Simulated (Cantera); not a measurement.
Charge: 1 mol FeS2, 9.2 mol O2, 0.037 mol CO2, at 1098.15 K and 44000 Pa.

Method: chemical equilibrium by Gibbs-energy minimisation in Cantera with the NASA 1993 tables (ideal gas, pure condensed phases). Candidate condensed phases: C, Fe, Fe(CO)5, FeO, FeS, FeSO4, FeS2, Fe2O3, Fe2(SO4)3, Fe3O4, S; 25 gas species. Equilibrium is a limit: real reactors are often held back by kinetics, nucleation or transport.

Base state: O2 0.752, SO2 0.178, SO3 0.0650, CO2 0.00450 (mole fractions); condensed: Fe2O3(s).

**Question.** What changes in the equilibrium state with this change: 0.28 mol H2S added?

**Answer.** 
```
species         before    after
-------------  -------  -------
O2               0.752    0.688
SO2              0.178    0.203
SO3             0.0650   0.0707
H2O                  0   0.0336
CO2            0.00450  0.00444
Fe2O3(s), mol    0.500    0.500
```
Further candidate phases: C6H6, C7H8, C8H18, Fe(OH)2, Fe(OH)3, H2O, H2SO4.
